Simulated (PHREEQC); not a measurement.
Dissolve 0.00275 mol/kgw KOH at 60 °C. Closed to the air; pH follows from the charge balance.

Computed with PHREEQC (ion-association model, wateq4f.dat).

No solid was allowed to form.

Task: Predict the pH.

Result: pH 10.45.

Constants without temperature data keep their 25 °C values here.
